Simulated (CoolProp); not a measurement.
The fluid at 240.73 K and 1.12 MPa (liquid) is heated at constant pressure to 307.7 K. The same conditions are run with several fluids, on thermodynamics alone (safety and materials aside).

The numbers come from the reference Helmholtz-energy equation of state of each fluid (C2F6 (R116): Lemmon 2006; trans-2-butene: Lemmon 2005; R125: Lemmon 2005; R404A: Lemmon 2003; R236FA: Pan 2012) in CoolProp. Blends and air are pseudo-pure fits.

| fluid | heat (kJ/kg) | final phase | final density (kg/m³) |
|---|---|---|---|
| C2F6 (R116) | [?] | gas | 68.1 |
| trans-2-butene | 149 | liquid | 588 |
| R125 | [?] | gas | [?] |
| R404A | [?] | gas | [?] |
| R236FA | [?] | liquid | 1330 |

**Question.** Complete the blanks.

**Answer.** 
- C2F6 (R116), heat (kJ/kg): 143
- R125, heat (kJ/kg): 196
- R125, final density (kg/m³): 63.6
- R404A, heat (kJ/kg): 233
- R404A, final density (kg/m³): 52.7
- R236FA, heat (kJ/kg): 80.3
